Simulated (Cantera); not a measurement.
Charge: 1 mol SiH2Cl2, 34 mol NH3, at 180 Pa.

Method: chemical equilibrium by Gibbs-energy minimisation in Cantera with the NASA 1993 tables (ideal gas, pure condensed phases). Candidate condensed phases: NH4Cl, Si, Si3N4; 28 gas species. Equilibrium is a limit: real reactors are often held back by kinetics, nucleation or transport. All values below are at 1198 K.

Base state: H2 0.736, N2 0.236, HCl 0.0288 (mole fractions); condensed: Si3N4(s).

Task: What changes in the equilibrium state with this change: SiH2Cl2 replaced by trisilylamine?

Result: 
```json
[
 {"species": "H2", "before": "0.736", "after": "0.782"},
 {"species": "N2", "before": "0.236", "after": "0.218"},
 {"species": "HCl", "before": "0.0288", "after": "0"},
 {"species": "Si3N4(s), mol", "before": "0.333", "after": "1.00"}
]
```
The feed counts by its element totals alone.
